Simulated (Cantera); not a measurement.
Mixture: H2 : O2 : N2 = 1 : 0.357 : 1.34 (molar parts), equivalence ratio 1.4, at 0.420 bar, adiabatic and at constant volume. Ignition delay is the time to a rise of 400 K.

Model: the H2/O2 subset of GRI-Mech 3.0, which has no nitrogen chemistry, integrated in Cantera. Where the delays flatten at high temperature, the 400 K rule measures the pace of heat release, not the induction time.

**Question.** What does this change do: pressure from 0.420 bar to 1.01 bar?

**Answer.** 
| quantity | before | after |
|---|---|---|
| delay at 975 K | 0.574 ms | 0.860 ms |
| delay at 1050 K | 0.276 ms | 0.146 ms |
| delay at 1125 K | 0.164 ms | 73.5 µs |
| delay at 1200 K | 0.109 ms | 45.6 µs |
| delay at 1275 K | 79.1 µs | 31.4 µs |
| delay at 1350 K | 61.5 µs | 23.2 µs |
| delay at 1425 K | 51.2 µs | 18.2 µs |

**Question.** What does this change do: pressure from 0.420 bar to 0.570 bar?

**Answer.** 
```
quantity           before     after
---------------  --------  --------
delay at 975 K   0.574 ms  0.502 ms
delay at 1050 K  0.276 ms  0.213 ms
delay at 1125 K  0.164 ms  0.123 ms
delay at 1200 K  0.109 ms   80.1 µs
delay at 1275 K   79.1 µs   56.9 µs
delay at 1350 K   61.5 µs   43.4 µs
delay at 1425 K   51.2 µs   35.2 µs
```

**Question.** What does this change do: pressure from 0.420 bar to 2.40 bar?

**Answer.** 
```
quantity           before     after
---------------  --------  --------
delay at 975 K   0.574 ms   17.2 ms
delay at 1050 K  0.276 ms  0.424 ms
delay at 1125 K  0.164 ms   44.0 µs
delay at 1200 K  0.109 ms   21.9 µs
delay at 1275 K   79.1 µs   13.8 µs
delay at 1350 K   61.5 µs   9.69 µs
delay at 1425 K   51.2 µs   7.27 µs
```
The hydrogen kinetics of GRI-Mech 3.0 are dated; newer H2 mechanisms differ, most at raised pressure.
